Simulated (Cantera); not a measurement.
Adiabatic ignition

An adiabatic, constant-pressure homogeneous reactor starts with C3H8 : O2 : N2 = 1 : 3.57 : 13.4 (molar parts), at 1725 K and 7500 Torr.

Model: GRI-Mech 3.0 (53 species, 325 reactions), integrated in Cantera. GRI-Mech 3.0 was tuned for natural gas; its chemistry of propane as a main component is partial and can be far from experiment. Above 3000 K some thermodynamic fits are extrapolated.

```csv
t (s),T (K),x C3H8,x O2,x CH3,x CH4,x O,x CO2
3.00e-6,1961,0.00183,0.127,0.00408,0.00822,0.000305,0.00196
1.14e-5,3024,<1e-12,0.00322,1.13e-11,2.42e-12,0.00267,0.0413
4.31e-5,3046,<1e-12,0.00253,1.46e-11,3.43e-12,0.00211,0.0416
0.000164,3037,<1e-12,0.00229,1.53e-11,3.71e-12,0.00195,0.0411
0.000621,3036,<1e-12,0.00227,1.53e-11,3.74e-12,0.00194,0.0410
0.00235,3036,<1e-12,0.00227,1.53e-11,3.74e-12,0.00194,0.0410
0.00892,3036,<1e-12,0.00227,1.53e-11,3.74e-12,0.00194,0.0410
0.0338,3036,<1e-12,0.00227,1.53e-11,3.74e-12,0.00194,0.0410
0.128,3036,<1e-12,0.00227,1.53e-11,3.74e-12,0.00194,0.0410
0.487,3036,<1e-12,0.00227,1.53e-11,3.74e-12,0.00194,0.0410
1.85,3036,<1e-12,0.00227,1.53e-11,3.74e-12,0.00194,0.0410
7.00,3036,<1e-12,0.00227,1.53e-11,3.74e-12,0.00194,0.0410
```
x: mole fraction; the columns are a selection and need not sum to one.

```
Item                                                                   Value
---------------------------------  -----------------------------------------
time of steepest temperature rise                                    3.56 µs
temperature at 7.00 s                                                 3036 K
equilibrium temperature                                               3036 K
x(C3H8) at 7.00 s                      <1e-12 (gas-phase equilibrium <1e-12)
x(O2) at 7.00 s                      0.00227 (gas-phase equilibrium 0.00227)
x(CH3) at 7.00 s                   1.53e-11 (gas-phase equilibrium 1.81e-11)
```
